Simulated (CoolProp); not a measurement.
R245fa along the isotherm 166.85 °C: fugacity coefficient from the reference equation and from simpler models built on Tc = 153.9 °C, pc = 3.651 MPa, ω = 0.378; each cubic takes its own stable root.

Model: reference Helmholtz-energy equation of state, Akasaka 2015, in CoolProp.

| p (MPa) | phase | reference |
|---|---|---|
| 0.228 | gas | 0.9815 |
| 0.456 | gas | 0.9631 |
| 0.685 | gas | 0.9448 |
| 0.913 | gas | 0.9265 |
| 1.14 | gas | 0.9084 |
| 1.37 | gas | 0.8902 |
| 1.6 | gas | 0.8720 |
| 1.83 | gas | 0.8538 |

Problem. How far does each simpler model (van der Waals, Redlich-Kwong, Soave-Redlich-Kwong, Peng-Robinson) lie from the reference over these 8 states: mean and median of the absolute difference, and the worst?

Solution. 
- van der Waals: mean 0.6 %, median 0.6 %, worst +1.1 % at 166.85 °C and 1.83 MPa
- Redlich-Kwong: mean 0.4 %, median 0.4 %, worst -0.7 % at 166.85 °C and 1.83 MPa
- Soave-Redlich-Kwong: mean 0.2 %, median 0.2 %, worst -0.3 % at 166.85 °C and 1.83 MPa
- Peng-Robinson: mean 1.2 %, median 1.2 %, worst -2.1 % at 166.85 °C and 1.83 MPa
